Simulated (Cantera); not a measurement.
A perfectly stirred reactor is fed with H₂ : O₂ = 0.095 : 1 (molar parts), equivalence ratio 0.048, at 0.0296 atm; it is held at 1200 K, and followed from long to short residence time.

Cantera simulation using the H2/O2 subset of GRI-Mech 3.0, which has no nitrogen chemistry; the numbers are that mechanism's predictions, not measurements. Radical loss at walls, strong at low pressure, is not modelled. The temperature is held fixed by assumption; the heat of reaction is taken as removed at once.

x: mole fraction; the columns are a selection and need not sum to one.

```tsv
τ (s)	x H₂	x O₂	x H₂O₂	x H₂O	x OH	x O
1.3	(withheld)	0.908	1.74e-7	0.0900	0.000814	0.000946
0.59	(withheld)	0.907	2.13e-7	0.0897	0.00106	0.00159
0.26	(withheld)	0.906	2.58e-7	0.0893	0.00140	0.00269
0.12	(withheld)	0.904	3.01e-7	0.0886	0.00181	0.00438
0.053	(withheld)	0.901	3.45e-7	0.0874	0.00237	0.00718
0.023	(withheld)	0.896	3.87e-7	0.0854	0.00310	0.0115
0.010	(withheld)	0.889	4.24e-7	0.0822	0.00399	0.0174
0.0047	(withheld)	0.881	4.59e-7	0.0780	0.00490	0.0235
```

Problem. Complete the blanks.

Solution. 
- 1.3, x H₂: 0.000146
- 0.59, x H₂: 0.000237
- 0.26, x H₂: 0.000389
- 0.12, x H₂: 0.000616
- 0.053, x H₂: 0.000994
- 0.023, x H₂: 0.00161
- 0.010, x H₂: 0.00260
- 0.0047, x H₂: 0.00402
